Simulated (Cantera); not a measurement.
A Cantera script and what it prints.

```python
import numpy as np
import cantera as ct

gas_names = """
    H HNO HNO2 HNO3 HO2 H2 H2O H2O2 N NH NH2 NH3 NH2OH NO NO2 NO3 N2 N2H2 N2H4 N2O O OH O2 O3 V VN VO
    VO2
""".split()
cond_names = """
    H2O(s) H2O(L) V(cr) V(L) VN(s) VO(s) VO(L) V2O3(s) V2O3(L) V2O4(I) V2O4(II) V2O4(L) V2O5(s) V2O5(L)
""".split()


# ... load() reads the species with a 1 bar reference pressure and builds the phases ...
atoms = {
    'V': {'V': 1},
    'N2O': {'N': 2, 'O': 1},
    'H2': {'H': 2},
}
top_T = {'VN(s)': 2300}  # K; cautious upper limits of use, not melting points


# ... equilibrate(T, P, feed) seeds the gas with the atoms and calls Mixture.equilibrate('TP', solver="vcs", rtol=1e-11, max_steps=5000) ...
results = []
feed = {'V': 1, 'N2O': 4.1, 'H2': 5.9}  # mol
T = 1375  # K
P = 0.25  # Pa
mix = equilibrate(T, P, feed)
results.append((T, P, feed, dict(zip(mix.species_names, mix.species_moles))))
x = sorted(zip(gas.X, gas.species_names), reverse=True)
print(f"T = {T:g} K  P = {P:g} Pa  gas = {mix.phase_moles(0):.4g} mol")
print("   x: " + "  ".join(f"{s} {v:.3e}" for v, s in x if v > 0.001))
print("   condensed (mol): " + ("  ".join(f"{mix.phase(i).name} {mix.phase_moles(i):.4g}"
      for i in range(1, mix.n_phases) if mix.phase_moles(i) > 1e-12) or "none"))
```

It prints:

```
T = 1375 K  P = 0.25 Pa  gas = 10.01 mol
   x: N2 4.097e-01  H2 3.292e-01  H2O 2.598e-01  H 1.243e-03
   condensed (mol): V2O3(s) 0.4996
```

Cantera equilibrium calculation (NASA polynomials, part measured and part estimated; ideal gas, pure solids and liquids). Condensed phases not in the tables: the oxides between V2O3 and V2O5 other than VO2.
